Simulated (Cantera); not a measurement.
Charge: 1 mol CCl4, 0.03 mol F2, equilibrated at 0.00260 bar.

These are equilibrium values from Cantera (NASA tables, ideal gas, pure condensed phases), not measurements of a reactor. Candidate condensed phases: C; 27 gas species. Gases not in the tables: C2F6 and larger saturated fluorocarbons. Rates play no part.

log p: log10 of the partial pressure in bar; n: condensed amount in mol.

```
T (°C)  log p Cl  log p Cl2  log p CF4  log p F  log p CF2  n C(graphite)
------  --------  ---------  ---------  -------  ---------  -------------
1202       -2.80      -2.99      -4.90    -7.12        ___          0.985
1227       -2.76      -3.06      -4.92    -6.93        ___          0.985
1252       -2.73      -3.14      -4.93    -6.76        ___          0.985
1277       -2.70      -3.22      -4.95    -6.59        ___          0.985
1302       -2.68      -3.31      -4.97    -6.42        ___          0.985
1327       -2.66      -3.40      -4.99    -6.26        ___          0.985
1352       -2.64      -3.50      -5.00    -6.11        ___          0.985
1377       -2.63      -3.60      -5.02    -5.96        ___          0.985
1402       -2.62      -3.70      -5.04    -5.81        ___          0.985
1427       -2.61      -3.80      -5.07    -5.67        ___          0.984
1452       -2.61      -3.90      -5.09    -5.54        ___          0.984
1477       -2.60      -4.00      -5.13    -5.41        ___          0.984
```

Complete the blanks.


- 1202, log p CF2: -6.98
- 1227, log p CF2: -6.83
- 1252, log p CF2: -6.68
- 1277, log p CF2: -6.53
- 1302, log p CF2: -6.39
- 1327, log p CF2: -6.25
- 1352, log p CF2: -6.12
- 1377, log p CF2: -6.00
- 1402, log p CF2: -5.88
- 1427, log p CF2: -5.76
- 1452, log p CF2: -5.65
- 1477, log p CF2: -5.55
